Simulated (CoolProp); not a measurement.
Computed with CoolProp (reference Helmholtz-energy equation of state, Thol 2022).

### Question
For vinyl chloride, give the phase and the cp (kJ/(kg K)) at 57.65 °C and 1.01 bar; 88.05 °C and 1.01 bar; 118.45 °C and 1.01 bar.

### Answer
- 57.65 °C and 1.01 bar: gas; cp 0.932
- 88.05 °C and 1.01 bar: gas; cp 0.984
- 118.45 °C and 1.01 bar: gas; cp 1.03
